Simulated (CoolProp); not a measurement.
A single-stage vapour-compression cycle with R1336mzz(E): evaporating at 320.15 K (dew point), condensing at 389.15 K (bubble point), superheat 5 K, subcooling 5 K, compressor efficiency 0.75, no pressure losses. Each further row changes one setting.

Values from CoolProp's reference Helmholtz-energy equation of state, Akasaka 2023.

| case | cooling COP | pressure ratio | discharge temperature (K) | refrigerating effect (kJ/kg) | volumetric capacity (kJ/m³) |
|---|---|---|---|---|---|
| as stated | 1.65 | 5.30 | 390.2 | 47.6 | 1300 |
| evaporating temperature 325.15 K | [?] | 4.58 | [?] | 50.9 | [?] |
| condensing temperature 384.15 K | 2.01 | 4.79 | 384.6 | [?] | 1500 |
| subcooling 10 K | [?] | 5.30 | 390.2 | 55.7 | 1520 |
| superheat 15 K | [?] | 5.30 | 397.7 | [?] | 1470 |
| compressor efficiency 0.65 | [?] | 5.30 | 393.0 | 47.6 | 1300 |

Task: Fill in the missing entries.

Result: 
- evaporating temperature 325.15 K, cooling COP: 1.94
- evaporating temperature 325.15 K, discharge temperature (K): 390.7
- evaporating temperature 325.15 K, volumetric capacity (kJ/m³): 1600
- condensing temperature 384.15 K, refrigerating effect (kJ/kg): 55.3
- subcooling 10 K, cooling COP: 1.93
- superheat 15 K, cooling COP: 1.83
- superheat 15 K, refrigerating effect (kJ/kg): 56.7
- compressor efficiency 0.65, cooling COP: 1.43
